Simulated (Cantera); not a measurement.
# Equilibrium for oxide etching and cleaning by halides: B2O3 + HF + O2

A closed system holds: 1 mol B2O3, 2.2 mol HF, 2 mol O2, at 0.00133 bar.

These are equilibrium values from Cantera (NASA tables, ideal gas, pure condensed phases), not measurements of a reactor. Candidate condensed phases: B, B2O3, B3O3H3, H2O; 43 gas species. Gases not in the tables: H3BO3. Rates play no part.

From 925 K to 1375 K the condensed part is B2O3(l). From 1450 K to 1750 K nothing is condensed.

| T (K) | x O2 | x BOF | x HF | x H2O | x BF3 | x HBO2 | n B2O3(l) |
|---|---|---|---|---|---|---|---|
| 925 | 0.504 | 0.000300 | 0.207 | 0.173 | 0.106 | 5.43e-5 | 0.730 |
| 1000 | 0.500 | 0.00181 | 0.237 | 0.156 | 0.0939 | 0.000284 | 0.748 |
| 1075 | 0.496 | 0.00838 | 0.262 | 0.141 | 0.0821 | 0.00116 | 0.757 |
| 1150 | 0.486 | 0.0306 | 0.277 | 0.127 | 0.0673 | 0.00385 | 0.738 |
| 1225 | 0.465 | 0.0881 | 0.270 | 0.115 | 0.0452 | 0.0110 | 0.651 |
| 1300 | 0.430 | 0.186 | 0.224 | 0.110 | 0.0183 | 0.0280 | 0.441 |
| 1375 | 0.396 | 0.274 | 0.148 | 0.111 | 0.00362 | 0.0655 | 0.122 |
| 1450 | 0.385 | 0.295 | 0.125 | 0.107 | 0.000995 | 0.0841 | 0 |
| 1525 | 0.384 | 0.294 | 0.128 | 0.105 | 0.000403 | 0.0840 | 0 |
| 1600 | 0.384 | 0.293 | 0.130 | 0.104 | 0.000177 | 0.0839 | 0 |
| 1675 | 0.383 | 0.291 | 0.131 | 0.103 | 8.36e-5 | 0.0836 | 0 |
| 1750 | 0.382 | 0.289 | 0.133 | 0.101 | 4.22e-5 | 0.0828 | 0 |
x: gas mole fraction; n: condensed amount in mol.
